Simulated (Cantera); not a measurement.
Charge: 1 mol Al, 1.4 mol NH3, 660 mol H2, equilibrated at 0.00620 bar.

Cantera equilibrium calculation (NASA polynomials, part measured and part estimated; ideal gas, pure solids and liquids). Candidate condensed phases: Al, AlN; 13 gas species. Rates play no part.

x: gas mole fraction; n: condensed amount in mol.

| T (K) | x H2 | x H | x Al | x N2 | x AlH | x NH3 | x Al2 | n AlN(s) |
|---|---|---|---|---|---|---|---|---|
| 873 | 1.000 | 5.94e-10 | <1e-12 | 0.000302 | <1e-12 | 1.63e-7 | <1e-12 | 1.00 |
| 1023 | 1.000 | 5.26e-8 | <1e-12 | 0.000302 | <1e-12 | 5.40e-8 | <1e-12 | 1.00 |
| 1173 | 1.000 | 1.50e-6 | 4.55e-12 | 0.000302 | 2.20e-12 | 2.34e-8 | <1e-12 | 1.00 |
| 1323 | 1.000 | 2.01e-5 | 7.76e-9 | 0.000302 | 1.61e-9 | 1.22e-8 | <1e-12 | 1.000 |
| 1473 | 1.000 | 0.000161 | 2.85e-6 | 0.000304 | 3.01e-7 | 7.26e-9 | <1e-12 | 0.998 |
| 1623 | 0.998 | … | … | … | … | 5.79e-9 | … | … |
| 1773 | 0.994 | … | 0.00145 | 0.00105 | … | 6.16e-9 | … | 0 |
| 1923 | 0.986 | 0.0119 | 0.00146 | 0.00105 | 3.80e-5 | 4.51e-9 | 6.12e-9 | 0 |
| 2073 | 0.965 | 0.0328 | 0.00145 | 0.00104 | 2.70e-5 | 3.38e-9 | 2.77e-9 | 0 |
| 2223 | 0.920 | 0.0780 | 0.00143 | 0.00101 | 1.94e-5 | 2.50e-9 | 1.36e-9 | 0 |

Q: What belongs in the gaps?

A: 
- 1623, x H: 0.000877
- 1623, x Al: 0.000284
- 1623, x N2: 0.000453
- 1623, x AlH: 1.73e-5
- 1623, x Al2: 1.72e-9
- 1623, n AlN(s): 0.800
- 1773, x H: 0.00360
- 1773, x AlH: 5.57e-5
- 1773, x Al2: 1.51e-8
